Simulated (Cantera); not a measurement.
Mixture: 25.6 % CO, 3.83 % H₂, 1.38 % CH₄, 14.5 % O₂, 54.7 % N₂, at 2400 Torr, adiabatic and at constant pressure. Ignition delay is the time to a rise of 400 K.

Cantera simulation using GRI-Mech 3.0 (53 species, 325 reactions); the numbers are that mechanism's predictions, not measurements. Below about 1000 K GRI-Mech 3.0 lacks low-temperature oxidation paths. Below about 950 K walls govern HO2 and H2O2 in real vessels. Where the delays flatten at high temperature, the 400 K rule measures the pace of heat release, not the induction time.

Task: Predict: delay at 875 K; delay at 1025 K; delay at 1175 K; delay at 1325 K; delay at 1475 K.

Result: 
| Item | Result |
|---|---|
| delay at 875 K | 0.126 s |
| delay at 1025 K | 1.30 ms |
| delay at 1175 K | 0.101 ms |
| delay at 1325 K | 29.5 µs |
| delay at 1475 K | 15.5 µs |
